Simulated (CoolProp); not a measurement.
Vapour-liquid equilibrium of ethanol (1) + cyclohexane (2) at 88.95 °C; x and y are mole fractions of (1).

Values from CoolProp's multi-fluid Helmholtz-energy mixture model, Schroeder 2014 and Zhou 2014; pair parameters Bell 2016.

```csv
x,bubble pressure (MPa),y at the bubble point,dew pressure at overall composition x (MPa),liquid density (mol/L)
0.05,0.1590,0.217,0.1349,8.612
0.2,0.2023,0.439,0.1562,9.180
0.35,0.2134,(withheld),0.1836,9.895
0.5,0.2155,(withheld),0.2136,10.80
0.65,0.2142,(withheld),0.2012,11.92
0.8,0.2039,0.633,0.1777,13.33
0.95,0.1703,0.851,0.1573,15.08
```

### Question
Some entries are withheld; supply them.

### Answer

- 0.35, y at the bubble point: 0.499
- 0.5, y at the bubble point: 0.523
- 0.65, y at the bubble point: 0.555

y crosses x between x = 0.5 and 0.65: the model has an azeotrope there.

The pair parameters rest on a limited set of measurements; away from them the model extrapolates. With so large a gap from Raoult's law the liquid may split in two, which this calculation doesn't test in full.
